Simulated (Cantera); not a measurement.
**Dilute partial oxidation**

An isothermal, constant-pressure homogeneous reactor starts with 1.25 % CH₄, 2.60 % O₂, 96.2 % N₂, at 1100 K and 1.01 bar.

Computed with Cantera and GRI-Mech 3.0 (53 species, 325 reactions). The temperature is held fixed by assumption; the heat of reaction is taken as removed at once.

```csv
t (s),x CH₄,x O₂,x H,x C₂H₆,x NO₂,x OH
0.000500,0.0125,0.0260,<1e-12,<1e-12,<1e-12,<1e-12
0.00158,0.0125,0.0260,1.06e-12,<1e-12,<1e-12,1.56e-12
0.00500,0.0125,0.0260,3.00e-12,1.82e-11,<1e-12,6.18e-12
0.0158,0.0125,0.0260,1.35e-11,1.16e-9,<1e-12,2.77e-11
0.0500,0.0125,0.0260,4.95e-11,8.12e-8,<1e-12,9.86e-11
0.158,0.0125,0.0260,8.64e-11,8.86e-7,<1e-12,1.46e-10
0.500,0.0125,0.0259,2.67e-10,5.75e-6,<1e-12,3.08e-10
1.58,0.0121,0.0257,3.42e-9,7.00e-5,<1e-12,2.39e-9
5.00,<1e-12,0.000961,1.49e-10,<1e-12,1.48e-9,4.71e-7
15.8,<1e-12,0.000961,6.31e-12,<1e-12,3.66e-10,1.92e-7
50.0,<1e-12,0.000961,2.06e-12,<1e-12,2.83e-10,1.29e-7
```
x: mole fraction; the columns are a selection and need not sum to one.

Equilibrium at this temperature and pressure: CH₄ <1e-12, O₂ 0.000958, H <1e-12, C₂H₆ <1e-12, NO₂ 1.24e-8, OH 8.84e-8 (gas phase only).
